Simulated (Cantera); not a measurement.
A closed system holds: 1 mol Si2H6, 0.58 mol N2O, 21 mol N2, held at 1150 °C and 2.90 mbar.

Equilibrium computed with Cantera from the NASA thermochemical tables; the gas is ideal and each condensed phase is pure. Candidate condensed phases: H2O, Si, SiO2, Si2N2O, Si3N4; 35 gas species. The feed counts by its element totals alone. Mutual solubility and eutectic melting of coexisting phases are not modelled. Equilibrium is a limit: real reactors are often held back by kinetics, nucleation or transport.

Base state: N2 0.872, H2 0.128, H 4.41e-5 (mole fractions); condensed: Si2N2O(s) + Si3N4(s).

Q: What changes in the equilibrium state with this change: temperature from 1150 °C to 1775 °C?

A: 
```
species          before     after
--------------  -------  --------
N2                0.872     0.828
H2                0.128     0.108
Si              1.28e-8    0.0261
SiO             6.45e-6    0.0223
H               4.41e-5    0.0137
Si2N              <1e-9  0.000374
Si2               <1e-9  0.000302
SiN             1.17e-9  0.000297
SiH             1.11e-9  0.000281
Si3               <1e-9   6.33e-5
Si2N2O(s), mol    0.580         0
Si3N4(s), mol     0.280         0
Si(l), mol            0     0.686
```
The tables' values for SiN are old estimates; treat these amounts as uncertain. Gases not in the tables: Si2H6 and higher silanes.

Q: What changes in the equilibrium state with this change: N2O from 0.58 to 49 mol?

A: 
```tsv
species	before	after
N2	0.872	0.744
O2	<1e-9	0.223
H2O	1.16e-9	0.0319
H2	0.128	8.01e-7
NO	<1e-9	0.000824
OH	<1e-9	9.53e-5
Si2N2O(s), mol	0.580	0
Si3N4(s), mol	0.280	0
SiO2(β-quartz), mol	0	2.00
```
The tables hold silica as quartz up to 1696 K and as liquid above; real silica turns to tridymite and cristobalite and melts near 1996 K.
